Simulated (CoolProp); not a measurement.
Nitrogen along the isotherm -168.15 °C: fugacity coefficient from the reference equation and from simpler models built on Tc = -147.0 °C, pc = 3.396 MPa, ω = 0.037; each cubic takes its own stable root.

Values from CoolProp's reference Helmholtz-energy equation of state, Span 2000.

```csv
p (MPa),phase,reference,Redlich-Kwong,Soave-Redlich-Kwong,Peng-Robinson
0.17,gas,0.9716,0.9714,0.9714,0.9692
0.34,gas,0.9433,0.9430,0.9430,0.9388
0.509,gas,0.9151,0.9149,0.9149,0.9088
0.679,gas,0.8868,0.8867,0.8866,0.8788
0.849,gas,0.8583,0.8585,0.8584,0.8490
1.02,gas,0.8294,0.8300,0.8299,0.8191
1.19,liquid,0.7491,0.7570,0.7560,0.7412
1.36,liquid,0.6609,0.6682,0.6672,0.6535
1.53,liquid,0.5923,0.5991,0.5982,0.5853
1.7,liquid,0.5375,0.5438,0.5431,0.5308
```
